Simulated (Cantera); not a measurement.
**Chlorosilane synthesis and conversion: Si + HCl + H2**

Charge: 1 mol Si, 2.3 mol HCl, 15 mol H2, equilibrated at 1.00 bar.

Cantera equilibrium calculation (NASA polynomials, part measured and part estimated; ideal gas, pure solids and liquids). Candidate condensed phases: Si; 19 gas species. The tables' values for SiCl3 are old estimates; treat these amounts as uncertain. Gases not in the tables: Si2H6 and higher silanes. The numbers say what is thermodynamically allowed, not how fast it happens.

| T (°C) | x H2 | x HCl | x SiCl2 | x SiHCl3 | x SiCl4 | x SiCl3 | x SiH2Cl2 | x H | n Si(s) |
|---|---|---|---|---|---|---|---|---|---|
| 302 | 0.960 | 1.36e-5 | 7.38e-11 | 0.0200 | 0.0191 | 2.54e-8 | 0.000966 | <1e-12 | 0.334 |
| 402 | 0.960 | 0.000128 | 1.09e-8 | 0.0192 | 0.0195 | 6.83e-7 | 0.00118 | <1e-12 | 0.336 |
| 502 | 0.960 | 0.000664 | 4.34e-7 | 0.0185 | 0.0198 | 7.78e-6 | 0.00134 | <1e-12 | 0.339 |
| 602 | 0.959 | 0.00235 | 7.31e-6 | 0.0178 | 0.0199 | 5.01e-5 | 0.00145 | 4.91e-11 | 0.348 |
| 702 | 0.956 | 0.00631 | 6.73e-5 | 0.0168 | 0.0194 | 0.000215 | 0.00152 | 1.12e-9 | 0.367 |
| 802 | 0.950 | 0.0139 | 0.000395 | 0.0153 | 0.0180 | 0.000670 | 0.00153 | 1.43e-8 | 0.400 |
| 902 | 0.941 | 0.0258 | 0.00161 | 0.0131 | 0.0152 | 0.00159 | 0.00145 | 1.19e-7 | 0.445 |
| 1002 | 0.929 | 0.0414 | 0.00479 | 0.00998 | 0.0110 | 0.00285 | 0.00125 | 7.10e-7 | 0.494 |
| 1102 | 0.915 | 0.0574 | 0.0104 | 0.00630 | 0.00620 | 0.00374 | 0.000950 | 3.28e-6 | 0.530 |
| 1202 | 0.904 | 0.0691 | 0.0166 | 0.00318 | 0.00257 | 0.00354 | 0.000619 | 1.23e-5 | 0.544 |
| 1302 | 0.899 | 0.0749 | 0.0212 | 0.00137 | 0.000858 | 0.00263 | 0.000363 | 3.94e-5 | 0.544 |
| 1402 | 0.896 | 0.0770 | 0.0238 | 0.000573 | 0.000273 | 0.00177 | 0.000208 | 0.000110 | 0.539 |
x: gas mole fraction; n: condensed amount in mol.

From 302 °C to 1402 °C the condensed part is Si(s). The main Si-bearing gas is SiHCl3 at 302 °C and SiCl2 at 1402 °C.
